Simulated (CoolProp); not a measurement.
R410A at several states: fugacity coefficient from the reference equation and from simpler models built on Tc = 344.5 K, pc = 4.901 MPa, ω = 0.296; each cubic takes its own stable root.

Values from CoolProp's reference Helmholtz-energy equation of state, Lemmon 2003. It is a pseudo-pure fit of the blend.

| T (K) | p (MPa) | phase | reference | van der Waals | Soave-Redlich-Kwong |
|---|---|---|---|---|---|
| 225.3 | 0.0633 | gas | 0.9757 | … | … |
| 471 | 0.0258 | gas | 0.9994 | 0.9993 | 0.9995 |
| 484.5 | 0.293 | gas | 0.9938 | 0.9926 | 0.9949 |
| 312.3 | 4.64 | liquid | … | … | 0.4337 |
| 480.6 | 0.373 | gas | 0.9919 | 0.9903 | 0.9932 |

Question: Complete the blanks.

Answer: 
- 225.3, van der Waals: 0.9897
- 225.3, Soave-Redlich-Kwong: 0.9838
- 312.3, reference: 0.4079
- 312.3, van der Waals: 0.5625
